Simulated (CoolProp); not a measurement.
Vapour-liquid equilibrium of n-butane (1) + cyclohexane (2) at 4.25 bar; x and y are mole fractions of (1).

Values from CoolProp's multi-fluid Helmholtz-energy mixture model, Bücker 2006 and Zhou 2014; pair parameters Bell 2016.

```
x      bubble temperature, mixture model (K)  bubble temperature, Raoult's law (K)  y, mixture model  y, Raoult's law
-----  -------------------------------------  ------------------------------------  ----------------  ---------------
0.05                                   401.9                                 397.8             0.195            0.282
0.125                                  389.4                                 382.8             0.432            0.539
0.2                                    377.8                                 371.0             0.605            0.689
0.275                                  367.3                                 361.6             0.726            0.783
0.35                                   358.2                                 353.8             0.808            0.845
0.425                                  350.5                                 347.3             0.865            0.888
0.5                                    343.8                                 341.6             0.904            0.919
0.575                                  338.2                                 336.7             0.931            0.941
0.65                                   333.4                                 332.4             0.951            0.958
0.725                                  329.3                                 328.6             0.966            0.971
0.8                                    325.6                                 325.1             0.978            0.982
0.875                                  322.3                                 322.0             0.987            0.990
0.95                                   319.3                                 319.1             0.995            0.996
```

The largest gap from Raoult's law is +6.8 K in bubble temperature, at x = 0.2. No azeotrope shows between x = 0.05 and 0.95.

Pair parameters are fitted to limited data, so mixtures are less certain than the pure fluids.
